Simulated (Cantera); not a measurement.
Input (Python, Cantera) and output of one run.

```python
import numpy as np
import cantera as ct

gas_names = """
    Br Br2 H HBr H2 Si SiBr SiBr2 SiBr3 SiBr4 SiH SiHBr3 SiH2 SiH2Br2 SiH3 SiH3Br SiH4 Si2 Si3
""".split()
cond_names = """
    Br2(cr) Br2(L) Si(cr) Si(L)
""".split()


# ... load() reads the species with a 1 bar reference pressure and builds the phases ...
atoms = {
    'Si': {'Si': 1},
    'Br2': {'Br': 2},
    'H2': {'H': 2},
}
top_T = {}  # K; cautious upper limits of use, not melting points


# ... equilibrate(T, P, feed) seeds the gas with the atoms and calls Mixture.equilibrate('TP', solver="vcs", rtol=1e-11, max_steps=5000) ...
results = []
T = 1225  # K
P = 400  # Pa
for m in [0.9, 1.8, 2.7, 3.5, 4.4, 5.3, 6.1, 7, 7.9, 8.8]:
    feed = {'Si': 1, 'Br2': m, 'H2': 6.1}  # mol
    mix = equilibrate(T, P, feed)
    results.append((T, P, feed, dict(zip(mix.species_names, mix.species_moles))))

top = {s: max(r[3][s] / sum(r[3][g] for g in gas_names) for r in results) for s in gas_names}
cols = sorted((s for s in top if top[s] > 1e-05), key=lambda s: -top[s])[:5]
seen = [c for c in cond_names if any(r[3].get(c, 0) > 1e-12 for r in results)]
print("log10 of partial pressures in bar; condensed amounts in mol")
print(f"{'n(Br2)':>10s}" + "".join(f"{s[:9]:>10s}" for s in cols + seen))
for T, P, feed, n in results:
    ng = sum(n[g] for g in gas_names)
    print(f"{feed['Br2']:10.4g}" + "".join(f"{np.log10(max(n[s] / ng * P / 1e5, 1e-99)):10.3f}" for s in cols)
          + "".join(f"{n.get(c, 0):10.4g}" for c in seen))
```

It prints:

```
log10 of partial pressures in bar; condensed amounts in mol
    n(Br2)       HBr        H2     SiBr2        Br     SiBr4    Si(cr)
       0.9    -3.234    -2.494    -3.739    -5.939    -4.831    0.6424
       1.8    -3.109    -2.560    -3.424    -5.781    -4.201    0.1009
       2.7    -2.897    -2.647    -3.543    -5.526    -3.809         0
       3.5    -2.764    -2.737    -3.735    -5.348    -3.645         0
       4.4    -2.659    -2.856    -3.976    -5.183    -3.557         0
       5.3    -2.582    -3.002    -4.241    -5.033    -3.521         0
       6.1    -2.529    -3.171    -4.507    -4.895    -3.511         0
         7    -2.482    -3.452    -4.884    -4.708    -3.514         0
       7.9    -2.447    -4.098    -5.608    -4.351    -3.524         0
       8.8    -2.472    -5.840    -7.336    -3.504    -3.559         0
```

Method: chemical equilibrium by Gibbs-energy minimisation in Cantera with the NASA 1993 tables (ideal gas, pure condensed phases). The tables' values for SiBr3 are old estimates; treat these amounts as uncertain.
